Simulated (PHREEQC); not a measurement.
Ca(OH)2 is added in steps, without added water, to 1 kg of water holding 0.036 mol KHSO4 and 0.0021 mol KNO3, at 78 °C. Oxygen is held at 0.21 atm. CO2 from the air is kept out. Only these solids could form: Gypsum, Portlandite.

Base run: PHREEQC, ion-association model, wateq4f.dat. Each further column changes one thing. The table gives pH.

```csv
Ca(OH)2 added (mol),base,diluted 100-fold with water,KHSO4 replaced by Rb2SO4 at the same molality,no solid may form
0,1.96,3.50,6.68,1.96
0.0019,2.03,10.15,10.10,2.03
0.00475,2.15,10.55,10.49,2.15
0.0076,2.29,10.75,10.69,2.29
0.0095,2.40,10.84,10.79,2.40
0.0114,2.54,10.85,10.87,2.54
0.01425,2.81,10.85,10.97,2.82
0.0171,3.44,10.85,11.01,3.47
0.019,9.83,10.85,11.01,9.83
```

Away from 25 °C the constants follow the database's enthalpies or fits; those with neither stay at their 25 °C values. In at least one series the solution becomes supersaturated in solids that the run did not let form, among them Gypsum.
